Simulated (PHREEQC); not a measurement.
Synthetic water in mg/L, 20 °C, pH 6.85, pe 1.2: Na 7090; K 3280; Ca 3220; Mg 5430; Cl 21600; S(6) as SO4 4470; Alkalinity as HCO3 28.6; Mn(2) 89.4.

Valence states are taken as typed.

Equilibrium calculation in PHREEQC: ion-association model, phreeqc.dat.

This is a speciation only: nothing precipitates in the calculation.

Task: Predict the ionic strength.

Result: ionic strength 1.14 mol/kgw.

Task: In which forms is Mn present?

Result: Mn+2 62 %, MnCl+ 31 %, MnSO4 3.5 %, MnCl2 2.5 %, MnCl3- 0.6 % of the Mn.

Saturation is exceeded, for instance for Gypsum, Rhodochrosite; the values hold only as long as no solid forms. Ionic strength above about 0.7 mol/kgw puts this run outside the model's range. Complexes and solids missing from the database can't appear.
